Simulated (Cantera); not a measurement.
A Cantera script and what it prints.

```python
import numpy as np
import cantera as ct

gas_names = [...]  # 114 gases of nasa_gas.yaml made of C, Fe, H, O
cond_names = """
    C(gr) C6H6(L) C7H8(L) C8H18(L),n-octa Fe(a) Fe(c) Fe(d) Fe(L) FeC5O5(L) FeO(s) FeO(L) Fe(OH)2(s)
    Fe(OH)3(s) Fe2O3(s) Fe3O4(s) H2O(s) H2O(L)
""".split()


# ... load() reads the species with a 1 bar reference pressure and builds the phases ...
atoms = {
    'Fe3O4': {'Fe': 3, 'O': 4},
    'CH4': {'C': 1, 'H': 4},
    'H2': {'H': 2},
}
top_T = {'C(gr)': 4500, 'Fe2O3(s)': 1830, 'Fe3O4(s)': 1870}  # K; cautious upper limits of use, not melting points


# ... equilibrate(T, P, feed) seeds the gas with the atoms and calls Mixture.equilibrate('TP', solver="vcs", rtol=1e-11, max_steps=5000) ...
results = []
feed = {'Fe3O4': 1, 'CH4': 4.9, 'H2': 3.1}  # mol
P = 490000  # Pa
for T in [1373, 1473, 1573, 1673, 1773, 1873, 1973, 2073, 2173, 2273, 2373, 2473, 2573]:
    mix = equilibrate(T, P, feed)
    results.append((T, P, feed, dict(zip(mix.species_names, mix.species_moles))))
    x = sorted(zip(gas.X, gas.species_names), reverse=True)
    print(f"T = {T:g} K  P = {P:g} Pa  gas = {mix.phase_moles(0):.4g} mol")
    print("   x: " + "  ".join(f"{s} {v:.3e}" for v, s in x if v > 0.0001))
    print("   condensed (mol): " + ("  ".join(f"{mix.phase(i).name} {mix.phase_moles(i):.4g}"
          for i in range(1, mix.n_phases) if mix.phase_moles(i) > 1e-12) or "none"))
```

Output:

```
T = 1373 K  P = 490000 Pa  gas = 16.59 mol
   x: H2 7.458e-01  CO 2.358e-01  CH4 1.372e-02  H2O 4.034e-03  CO2 6.191e-04
   condensed (mol): C(gr) 0.7492  Fe(c) 3
T = 1473 K  P = 490000 Pa  gas = 16.73 mol
   x: H2 7.530e-01  CO 2.368e-01  CH4 8.156e-03  H2O 1.830e-03  CO2 2.326e-04
   condensed (mol): C(gr) 0.7976  Fe(c) 3
T = 1573 K  P = 490000 Pa  gas = 16.8 mol
   x: H2 7.568e-01  CO 2.370e-01  CH4 5.148e-03  H2O 9.140e-04
   condensed (mol): C(gr) 0.8297  Fe(c) 3
T = 1673 K  P = 490000 Pa  gas = 16.83 mol
   x: H2 7.589e-01  CO 2.370e-01  CH4 3.426e-03  H2O 4.957e-04
   condensed (mol): C(gr) 0.8496  Fe(d) 3
T = 1773 K  P = 490000 Pa  gas = 16.86 mol
   x: H2 7.601e-01  CO 2.370e-01  CH4 2.386e-03  H2O 2.883e-04  H 1.120e-04  C2H2,acetylene 1.064e-04
   condensed (mol): C(gr) 0.861  Fe(d) 3
T = 1873 K  P = 490000 Pa  gas = 16.87 mol
   x: H2 7.606e-01  CO 2.369e-01  CH4 1.728e-03  H 2.543e-04  C2H2,acetylene 2.374e-04  H2O 1.779e-04
   condensed (mol): C(gr) 0.8654  Fe(L) 3
T = 1973 K  P = 490000 Pa  gas = 16.88 mol
   x: H2 7.607e-01  CO 2.368e-01  CH4 1.294e-03  H 5.316e-04  C2H2,acetylene 4.873e-04  H2O 1.154e-04
   condensed (mol): C(gr) 0.863  Fe(L) 2.999
T = 2073 K  P = 490000 Pa  gas = 16.89 mol
   x: H2 7.600e-01  CO 2.367e-01  H 1.036e-03  CH4 9.969e-04  C2H2,acetylene 9.315e-04  Fe 1.638e-04
   condensed (mol): C(gr) 0.852  Fe(L) 2.997
T = 2173 K  P = 490000 Pa  gas = 16.91 mol
   x: H2 7.586e-01  CO 2.365e-01  H 1.899e-03  C2H2,acetylene 1.674e-03  CH4 7.863e-04  Fe 4.407e-04
   condensed (mol): C(gr) 0.8297  Fe(L) 2.993
T = 2273 K  P = 490000 Pa  gas = 16.93 mol
   x: H2 7.559e-01  CO 2.362e-01  H 3.299e-03  C2H2,acetylene 2.850e-03  Fe 1.081e-03  CH4 6.322e-04
   condensed (mol): C(gr) 0.7915  Fe(L) 2.982
T = 2373 K  P = 490000 Pa  gas = 16.98 mol
   x: H2 7.512e-01  CO 2.356e-01  H 5.468e-03  C2H2,acetylene 4.622e-03  Fe 2.446e-03  CH4 5.159e-04
   condensed (mol): C(gr) 0.7319  Fe(L) 2.958
T = 2473 K  P = 490000 Pa  gas = 17.05 mol
   x: H2 7.438e-01  CO 2.345e-01  H 8.688e-03  C2H2,acetylene 7.172e-03  Fe 5.157e-03  CH4 4.251e-04
   condensed (mol): C(gr) 0.6436  Fe(L) 2.912
T = 2573 K  P = 490000 Pa  gas = 17.18 mol
   x: H2 7.324e-01  CO 2.328e-01  H 1.328e-02  C2H2,acetylene 1.068e-02  Fe 1.022e-02  CH4 3.518e-04  CH3 1.128e-04
   condensed (mol): C(gr) 0.5186  Fe(L) 2.824
```

Method: chemical equilibrium by Gibbs-energy minimisation in Cantera with the NASA 1993 tables (ideal gas, pure condensed phases). Iron dissolves carbon and melts from about 1420 K in contact with it, which pure phases cannot show. Condensed phases not in the tables: cementite and carbon dissolved in iron.
